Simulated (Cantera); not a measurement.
Input (Python, Cantera):

```python
import numpy as np
import cantera as ct

gas = ct.Solution("gri30.yaml")
gas.TPX = 1225, 130000, {'N2O': 1, 'H2': 0.0026, 'N2': 4.8}
reactor = ct.IdealGasConstPressureReactor(gas, energy="off", clone=False)
net = ct.ReactorNet([reactor])
net.rtol, net.atol = 1e-08, 1e-18
show = ['N2O', 'H2', 'HO2', 'NO2', 'H2O2']
times = np.geomspace(0.0006, 70, 10)

steps = ct.SolutionArray(gas, extra=["t"])
rows = []
print(f"{'t/s':>10s}{'T/K':>9s}{'P/Pa':>11s}" + "".join(f"{s:>11s}" for s in show))
for t in times:
    while net.time < t:
        t_next = net.step()
        steps.append(gas.state, t=t_next)
    rows.append([np.interp(t, steps.t, y) for y in (steps.T, steps.P, *steps(*show).X.T)])
    print(f"{t:10.3e}{rows[-1][0]:9.1f}{rows[-1][1]:11.4g}" + "".join(f"{x:11.3e}" for x in rows[-1][2:]))
rate = np.gradient(steps.T, steps.t)
print("integrator steps:", len(steps.t))
if steps.T.max() > steps.T[0] + 200:
    print(f"time of steepest temperature rise: {steps.t[rate.argmax()]:.4e} s")
gas.TPX = 1225, 130000, {'N2O': 1, 'H2': 0.0026, 'N2': 4.8}
gas.equilibrate("TP")
print(f"equilibrium (TP): T = {gas.T:.1f} K  " + "  ".join(f"{s} {gas[s].X[0]:.3e}" for s in show))
```

Output:

```
       t/s      T/K       P/Pa        N2O         H2        HO2        NO2       H2O2
 6.000e-04   1225.0    1.3e+05  1.722e-01  4.153e-04  9.699e-07  7.413e-08  6.037e-09
 2.194e-03   1225.0    1.3e+05  1.717e-01  2.687e-04  1.360e-06  1.706e-06  1.513e-08
 8.019e-03   1225.0    1.3e+05  1.702e-01  7.007e-05  6.023e-07  1.001e-05  4.602e-09
 2.932e-02   1225.0    1.3e+05  1.655e-01  3.834e-06  1.268e-07  2.134e-05  9.286e-10
 1.072e-01   1225.0    1.3e+05  1.502e-01  4.729e-09  4.095e-08  4.134e-05  7.475e-10
 3.919e-01   1225.0    1.3e+05  1.082e-01  2.416e-09  1.739e-08  9.243e-05  6.355e-10
 1.433e+00   1225.0    1.3e+05  4.056e-02  1.060e-09  8.187e-09  1.548e-04  3.230e-10
 5.237e+00   1225.0    1.3e+05  2.955e-03  1.353e-10  2.289e-09  1.608e-04  3.743e-11
 1.915e+01   1225.0    1.3e+05  7.619e-07  2.856e-11  5.476e-10  1.228e-04  3.801e-12
 7.000e+01   1225.0    1.3e+05  5.141e-08  2.853e-11  5.464e-10  1.226e-04  3.791e-12
integrator steps: 2283
equilibrium (TP): T = 1225.0 K  N2O 1.337e-08  H2 2.739e-11  HO2 5.804e-10  NO2 1.647e-06  H2O2 3.946e-12
```

Computed with Cantera and GRI-Mech 3.0 (53 species, 325 reactions). GRI-Mech 3.0 was tuned for natural gas; its chemistry of N2O as a main component is partial and can be far from experiment. The mechanism lacks the step 2 NO + O2 → 2 NO2, which can matter for NO2 below about 1400 K. The temperature is held fixed by assumption; the heat of reaction is taken as removed at once.
